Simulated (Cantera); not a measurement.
Input: 1 mol SiO2, 4.2 mol F2, 8.8 mol H2, at 13300 Pa.

Cantera equilibrium calculation (NASA polynomials, part measured and part estimated; ideal gas, pure solids and liquids). Candidate condensed phases: H2O, Si, SiO2; 38 gas species. The tables' values for SiF3 are old estimates; treat these amounts as uncertain. The tables hold silica as quartz up to 1696 K and as liquid above; real silica turns to tridymite and cristobalite and melts near 1996 K. Gases not in the tables: Si(OH)4. Rates play no part. All values below are at 1475 K.

Base state: HF 0.481, H2 0.371, H2O 0.0987, SiF4 0.0493, SiF3 3.94e-5, H 2.16e-5, SiHF3 1.56e-5 (mole fractions); condensed: SiO2(β-quartz).

Problem. What changes in the equilibrium state with this change: pressure from 13300 Pa to 1.10 Pa?

Solution. 
```json
[
 {"species": "HF", "before": "0.481", "after": "0.636"},
 {"species": "H2", "before": "0.371", "after": "0.348"},
 {"species": "H2O", "before": "0.0987", "after": "0.00772"},
 {"species": "SiF4", "before": "0.0493", "after": "0.00204"},
 {"species": "SiO", "before": "2.32e-8", "after": "0.00337"},
 {"species": "H", "before": "2.16e-5", "after": "0.00231"},
 {"species": "SiHF3", "before": "1.56e-5", "after": "4.57e-7"},
 {"species": "SiF3", "before": "3.94e-5", "after": "0.000131"},
 {"species": "SiO2(β-quartz), mol", "before": "0.389", "after": "0.928"}
]
```
